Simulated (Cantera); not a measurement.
A perfectly stirred reactor is fed with NO : N₂ = 1 : 0.12 (molar parts), at 100.0 Torr; it is held at 1675 K, and followed from long to short residence time.

Detailed kinetics in Cantera: GRI-Mech 3.0 (53 species, 325 reactions).

What does this change do: 0.053 parts H2O added?


| quantity | before | after |
|---|---|---|
| x(NO) at τ = 6.90 s | 0.804 | 0.770 |
| x(N₂) at τ = 6.90 s | 0.151 | 0.143 |
| x(N₂O) at τ = 6.90 s | 0.000225 | 0.000161 |
| x(O) at τ = 6.90 s | 2.25e-5 | 2.08e-5 |
| x(NO₂) at τ = 6.90 s | 0.000451 | 0.000410 |
| x(NO) at τ = 68.0 ms | 0.892 | 0.852 |
| x(N₂) at τ = 68.0 ms | 0.107 | 0.103 |
| x(N₂O) at τ = 68.0 ms | 0.000184 | 0.000136 |
| x(O) at τ = 68.0 ms | 8.63e-6 | 4.73e-6 |
| x(NO₂) at τ = 68.0 ms | 0.000146 | 7.76e-5 |

What does this change do: temperature 1675 to 1523 K?


| quantity | before | after |
|---|---|---|
| x(NO) at τ = 6.90 s | 0.804 | 0.875 |
| x(N₂) at τ = 6.90 s | 0.151 | 0.116 |
| x(N₂O) at τ = 6.90 s | 0.000225 | 0.000241 |
| x(O) at τ = 6.90 s | 2.25e-5 | 1.96e-6 |
| x(NO₂) at τ = 6.90 s | 0.000451 | 0.000364 |
| x(NO) at τ = 68.0 ms | 0.892 | 0.893 |
| x(N₂) at τ = 68.0 ms | 0.107 | 0.107 |
| x(N₂O) at τ = 68.0 ms | 0.000184 | 6.63e-5 |
| x(O) at τ = 68.0 ms | 8.63e-6 | 7.33e-7 |
| x(NO₂) at τ = 68.0 ms | 0.000146 | 7.69e-5 |
